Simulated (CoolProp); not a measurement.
Diethyl ether at several states: Z from the reference equation and from simpler models built on Tc = 467.9 K, pc = 37.17 bar, ω = 0.282; each cubic takes its own stable root.

Computed with CoolProp (reference Helmholtz-energy equation of state, Thol 2014).

| T (K) | p (bar) | phase | reference |
|---|---|---|---|
| 499.3 | 86.3 | supercritical | 0.3769 |
| 420 | 51.6 | liquid | 0.1991 |
| 438.5 | 0.125 | gas | 0.9986 |

Q: How far does each simpler model (Soave-Redlich-Kwong, Peng-Robinson) lie from the reference over these 3 states: mean and median of the absolute difference, and the worst?

A: 
- Soave-Redlich-Kwong: mean 10.1 %, median 12.8 %, worst +17.4 % at 499.3 K and 86.3 bar
- Peng-Robinson: mean 2.4 %, median 0.0 %, worst +7.2 % at 499.3 K and 86.3 bar
